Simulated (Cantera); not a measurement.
A closed system holds: 1 mol Si2Cl6, 110 mol H2, equilibrated at 1477 °C and 0.00190 bar.

Equilibrium computed with Cantera from the NASA thermochemical tables; the gas is ideal and each condensed phase is pure. Candidate condensed phases: Si; 19 gas species. The feed counts by its element totals alone. The tables' values for SiCl are old estimates; treat these amounts as uncertain. Gases not in the tables: Si2H6 and higher silanes. The numbers say what is thermodynamically allowed, not how fast it happens.

Base state: H2 0.947, HCl 0.0408, SiCl2 0.00585, H 0.00519, Si 0.000790, Cl 0.000173, SiCl 0.000170, SiH 4.43e-5 (mole fractions); condensed: Si(l).

Task: What changes in the equilibrium state with this change: H2 from 110 to 14 mol?

Result: 
| species | before | after |
|---|---|---|
| H2 | 0.947 | 0.744 |
| HCl | 0.0408 | 0.149 |
| SiCl2 | 0.00585 | 0.0997 |
| SiCl3 | 6.78e-6 | 0.000477 |
| Cl | 0.000173 | 0.000713 |
| Si(l), mol | 1.22 | 0.264 |
The tables' values for SiCl, SiCl3 are old estimates; treat these amounts as uncertain.

Task: What changes in the equilibrium state with this change: H2 from 110 to 3.4 mol?

Result: 
```json
[
 {"species": "H2", "before": "0.947", "after": "0.376"},
 {"species": "HCl", "before": "0.0408", "after": "0.307"},
 {"species": "SiCl2", "before": "0.00585", "after": "0.307"},
 {"species": "SiCl4", "before": "1.39e-8", "after": "0.000104"},
 {"species": "SiCl3", "before": "6.78e-6", "after": "0.00424"},
 {"species": "SiHCl3", "before": "7.15e-8", "after": "2.82e-5"},
 {"species": "Si(l), mol", "before": "1.22", "after": "0"}
]
```
The tables' values for SiCl3, SiCl are old estimates; treat these amounts as uncertain.

Task: What changes in the equilibrium state with this change: Si2Cl6 replaced by SiH4?

Result: 
```tsv
species	before	after
H2	0.947	0.994
H	0.00519	0.00532
Si	0.000790	0.000790
HCl	0.0408	0
SiCl2	0.00585	0
Cl	0.000173	0
SiCl	0.000170	0
SiH2	1.97e-5	2.07e-5
SiH	4.43e-5	4.54e-5
Si(l), mol	1.22	0.903
```
